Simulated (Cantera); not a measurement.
Source: NASA polynomial tables (part measured, part estimated), evaluated in Cantera. Values are per mole of reaction as written; species without (g) are pure solids or liquids, kept so even where they would boil at 1 bar.

### Question
Between 300 and 1423 K, where is each reaction favourable under standard conditions?
- 2 NH₃(g) ⇌ 6 H(g) + N₂(g)
- N(g) + 3 H(g) ⇌ NH₃(g)
- 2 HBr(g) ⇌ 2 H(g) + Br₂(g)

### Answer
- 2 NH₃(g) ⇌ 6 H(g) + N₂(g): ΔG° is 1252 kJ at 300 K and 623 kJ at 1423 K; it stays positive (K < 1). ΔH° is 1459 kJ and ΔS° 588 J/K at 1423 K.
- N(g) + 3 H(g) ⇌ NH₃(g): ΔG° is -1081 kJ at 300 K and -696 kJ at 1423 K; it stays negative (K > 1). ΔH° is -1208 kJ and ΔS° -360 J/K at 1423 K.
- 2 HBr(g) ⇌ 2 H(g) + Br₂(g): ΔG° is 517 kJ at 300 K and 409 kJ at 1423 K; it stays positive (K < 1). ΔH° is 558 kJ and ΔS° 105 J/K at 1423 K.
